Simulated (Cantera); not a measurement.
Cantera with NASA thermochemical tables; ideal gases at 1 bar, condensed phases pure. Values are per mole of reaction as written; species without (g) are pure solids or liquids, kept so even where they would boil at 1 bar.

Q: Between 350 and 1025 K, where is each reaction favourable under standard conditions?
- Si(g) + SF₄(g) ⇌ SiF₄(g) + S

A: 
- Si(g) + SF₄(g) ⇌ SiF₄(g) + S: ΔG° is -1248 kJ at 350 K and -1152 kJ at 1025 K; it stays negative (K > 1). ΔH° is -1293 kJ and ΔS° -137 J/K at 1025 K.
